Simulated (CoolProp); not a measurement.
A Linde-Hampson liquefier for oxygen: isothermal reversible compression at 200 K from 1 atm to 40 MPa, throttling to 1 atm, return gas leaving the recuperator 0 K below the feed. Each further row changes one setting.

Computed with CoolProp (reference Helmholtz-energy equation of state, Schmidt 1985).

```tsv
case	liquid yield per pass	compression work (kJ/kg of gas)
as stated	0.376	275
high pressure 80 MPa	0.337	321
warm-end temperature 230 K	0.290	332
warm-end gap 5 K	0.367	275
```
